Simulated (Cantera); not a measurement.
A Cantera script and what it prints.

```python
import numpy as np
import cantera as ct

gas_names = [...]  # 96 gases of nasa_gas.yaml made of C, Cl, H, Ti
cond_names = """
    C(gr) C6H6(L) C7H8(L) C8H18(L),n-octa Ti(a) Ti(b) Ti(L) TiC(s) TiC(L) TiCL2(s) TiCL3(s) TiCL4(L)
""".split()


# ... load() reads the species with a 1 bar reference pressure and builds the phases ...
atoms = {
    'TiCl4': {'Ti': 1, 'CL': 4},
    'C3H8': {'C': 3, 'H': 8},
    'H2': {'H': 2},
    'CH4': {'C': 1, 'H': 4},
}
top_T = {'C(gr)': 4500, 'TiCL2(s)': 1300, 'TiCL3(s)': 1000}  # K; cautious upper limits of use, not melting points


# ... equilibrate(T, P, feed) seeds the gas with the atoms and calls Mixture.equilibrate('TP', solver="vcs", rtol=1e-11, max_steps=5000) ...
results = []
feed = {'TiCl4': 1, 'C3H8': 0.26, 'H2': 190, 'CH4': 8.5}  # mol
T = 1700  # K
P = 19  # Pa
mix = equilibrate(T, P, feed)
results.append((T, P, feed, dict(zip(mix.species_names, mix.species_moles))))
x = sorted(zip(gas.X, gas.species_names), reverse=True)
print(f"T = {T:g} K  P = {P:g} Pa  gas = {mix.phase_moles(0):.4g} mol")
print("   x: " + "  ".join(f"{s} {v:.3e}" for v, s in x if v > 1e-05))
print("   condensed (mol): " + ("  ".join(f"{mix.phase(i).name} {mix.phase_moles(i):.4g}"
      for i in range(1, mix.n_phases) if mix.phase_moles(i) > 1e-12) or "none"))
```

Output:

```
T = 1700 K  P = 19 Pa  gas = 211.2 mol
   x: H2 9.705e-01  HCL 1.878e-02  H 1.053e-02  CL 1.585e-04  C2H2,acetylene 7.123e-05
   condensed (mol): C(gr) 8.25  TiC(s) 0.9999
```

Cantera equilibrium calculation (NASA polynomials, part measured and part estimated; ideal gas, pure solids and liquids). TiC: taken at fixed stoichiometry.
